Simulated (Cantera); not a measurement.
What does this Cantera script print?

```python
import numpy as np
import cantera as ct

surf = ct.Interface("ptcombust.yaml", "Pt_surf")
gas = surf.adjacent["gas"]
gas.TPX = 673, 500000, {'H2': 0.0032, 'O2': 0.024, 'N2': 0.79}
surf.TP = 673, 500000
reactor = ct.FlowReactor(gas, clone=False)
reactor.area = 0.0001  # m2
reactor.surface_area_to_volume_ratio = 970  # 1/m
reactor.mass_flow_rate = 3.8 * reactor.area * gas.density  # inlet velocity 3.8 m/s
reactor.energy_enabled = False
wall = ct.ReactorSurface(surf, reactor, clone=False)
net = ct.ReactorNet([reactor])
net.rtol, net.atol = 1e-8, 1e-16
show, cover = ['H2', 'O2', 'H2O'], ['PT(S)', 'H(S)', 'O(S)', 'OH(S)', 'CO(S)', 'C(S)']

rows = []
print(f"{'z/m':>9s}{'u/(m/s)':>9s}" + "".join(f"{s:>13s}" for s in show + cover))
for z in [5.7e-05, 9.5e-05, 0.00016, 0.00026, 0.00044, 0.00073, 0.0012, 0.002, 0.0034, 0.0057]:
    net.advance(z)
    rows.append([reactor.speed, *gas[show].X, *surf[cover].coverages])
    print(f"{z:9.4g}{rows[-1][0]:9.3g}" + "".join(f"{x:13.4e}" for x in rows[-1][1:]))
```

Output:

```
      z/m  u/(m/s)           H2           O2          H2O        PT(S)         H(S)         O(S)        OH(S)        CO(S)         C(S)
  5.7e-05      3.8   3.5383e-03   2.9185e-02   3.7825e-04   2.1272e-01   1.8340e-07   7.7774e-01   9.5210e-03   1.2420e-25   2.0288e-28
  9.5e-05      3.8   3.3236e-03   2.9081e-02   5.9339e-04   2.0053e-01   1.6162e-07   7.8988e-01   9.5653e-03  -9.0320e-26   8.7261e-29
  0.00016      3.8   3.0097e-03   2.8928e-02   9.0790e-04   1.8256e-01   1.3252e-07   8.0785e-01   9.5781e-03   6.7659e-25   7.1093e-28
  0.00026      3.8   2.6258e-03   2.8741e-02   1.2926e-03   1.6031e-01   1.0119e-07   8.3017e-01   9.4984e-03  -8.5764e-26  -1.1653e-29
  0.00044      3.8   2.1322e-03   2.8501e-02   1.7871e-03   1.3128e-01   6.7489e-08   8.5949e-01   9.2117e-03   1.9212e-25   1.0406e-28
  0.00073      3.8   1.6331e-03   2.8259e-02   2.2872e-03   1.0144e-01   4.0555e-08   8.8989e-01   8.6529e-03   8.0772e-26  -5.6531e-29
   0.0012     3.79   1.1809e-03   2.8039e-02   2.7402e-03   7.3974e-02   2.2101e-08   9.1818e-01   7.8254e-03  -2.6336e-26  -1.9565e-29
    0.002     3.79   8.0039e-04   2.7854e-02   3.1215e-03   5.0568e-02   1.0832e-08   9.4264e-01   6.7776e-03   1.8717e-25   5.3251e-29
   0.0034     3.79   5.0993e-04   2.7712e-02   3.4126e-03   3.2583e-02   4.8404e-09   9.6178e-01   5.6311e-03   2.1805e-26  -2.0136e-29
   0.0057     3.79   3.1756e-04   2.7619e-02   3.6053e-03   2.0728e-02   2.1423e-09   9.7467e-01   4.5929e-03  -3.5862e-26  -1.4412e-30
```

Computed with Cantera and Deutschmann's 1995 Pt surface mechanism with GRI-Mech 3.0 gas chemistry. Catalytic surfaces can have several steady states; this one follows from the mechanism file's or the stated starting coverage. Mass transfer to the wall is taken as infinitely fast.
